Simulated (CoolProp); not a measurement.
n-hexane at 298.15 K and 0.279 MPa flows at 0.27 m/s in a round tube of 25 mm bore and 0.25 µm roughness, fully developed (64/Re and Nu = 3.66 if laminar; Colebrook and Gnielinski if turbulent). Each further row changes one setting.

The numbers come from the reference Helmholtz-energy equation of state, Thol 2019 in CoolProp.

```tsv
case	Reynolds number	Darcy friction factor	pressure drop (Pa/m)	heat-transfer coefficient (W/(m² K))	mass flow (kg/h)
as stated	14800	0.0279	26.7	497	313
velocity 0.54 m/s	29600	0.0236	90.1	917	625
diameter 50 mm	29600	0.0236	11.3	458	1250
```

Viscosity comes from a separate model (Michailidou 2013). Thermal conductivity comes from a separate model (Assael 2013).
